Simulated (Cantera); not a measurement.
Gas-phase reforming

An isothermal, constant-pressure homogeneous reactor starts with CH₄ : CO₂ : H₂ = 1 : 0.54 : 0.21 (molar parts), at 1450 K and 101000 Pa.

Model: GRI-Mech 3.0 (53 species, 325 reactions), integrated in Cantera. GRI-Mech 3.0 stops at C3 and has no aromatics, soot or wall deposition, so with more carbon than oxygen in the feed, carbon stays in small species such as C2H2 where larger ones or solid carbon would form.

| t (s) | x CH₄ | x CO₂ | x H₂ | x C₂H₂ | x CO | x C₂H₆ | x H₂O |
|---|---|---|---|---|---|---|---|
| 1.00e-6 | 0.571 | 0.309 | 0.120 | <1e-12 | 6.08e-10 | <1e-12 | 5.76e-10 |
| 5.62e-6 | 0.571 | 0.309 | 0.120 | <1e-12 | 5.34e-9 | 8.61e-11 | 5.29e-9 |
| 3.16e-5 | 0.571 | 0.309 | 0.120 | <1e-12 | 8.20e-8 | 1.55e-8 | 8.18e-8 |
| 0.000178 | 0.571 | 0.309 | 0.120 | 1.09e-10 | 1.98e-6 | 2.36e-6 | 1.98e-6 |
| 0.00100 | 0.571 | 0.309 | 0.120 | 5.79e-8 | 3.00e-5 | 7.63e-5 | 2.99e-5 |
| 0.00562 | 0.570 | 0.308 | 0.121 | 8.56e-6 | 0.000253 | 0.000440 | 0.000250 |
| 0.0316 | 0.560 | 0.305 | 0.126 | 0.000846 | 0.00195 | 0.000751 | 0.00192 |
| 0.178 | 0.506 | 0.284 | 0.163 | 0.0157 | 0.0128 | 0.000581 | 0.0126 |
| 1.00 | 0.321 | 0.183 | 0.258 | 0.0704 | 0.0792 | 0.000252 | 0.0775 |
x: mole fraction; the columns are a selection and need not sum to one.

Equilibrium at this temperature and pressure: CH₄ 0.0895, CO₂ 1.35e-6, H₂ 0.519, C₂H₂ 0.0255, CO 0.360, C₂H₆ 4.27e-5, H₂O 4.64e-6 (gas phase only).
